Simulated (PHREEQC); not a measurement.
A column of 0.5 m (40 cells, dispersivity 0.025 m, 720 s a shift, diffusion coefficient 3e-10 m²/s) holds 0.17 eq of the database's cation exchanger X per kg of pore water, first in equilibrium with 0.0034 mol/kgw Na2SO4 and 1e-05 mol/kgw HCl. It is flushed with 88 mmol/kgw NaCl, 0.38 mmol/kgw CuCl2 and 0.01 mmol/kgw HCl, at 40 °C. Values are for the last cell. No CO2 enters from the air. Nothing may precipitate in this run.

Base run: PHREEQC, ion-association model, phreeqc.dat. Each further column changes one thing. The table gives CuX2 on the exchanger (mol/kgw).

| pore volumes | base | exchange capacity from 0.17 to 0.085 eq/kgw | dispersivity from 0.025 to 0.05 m |
|---|---|---|---|
| 0 | 0 | 0 | 0 |
| 0.8125 | 0 | 0 | 0 |
| 1.613 | 0 | 0 | 0 |
| 2.212 | 0 | 2.06e-14 | 0 |
| 3.013 | 0 | 5.32e-11 | 3.99e-13 |
| 3.812 | 0 | 5.66e-9 | 8.20e-11 |
| 4.412 | 3.50e-13 | 6.56e-8 | 1.30e-9 |
| 5.213 | 1.62e-11 | 7.46e-7 | 2.01e-8 |
| 6.013 | 3.15e-10 | 4.55e-6 | 1.55e-7 |

At this temperature some constants are extrapolated from 25 °C, and those without enthalpy data are left unchanged.
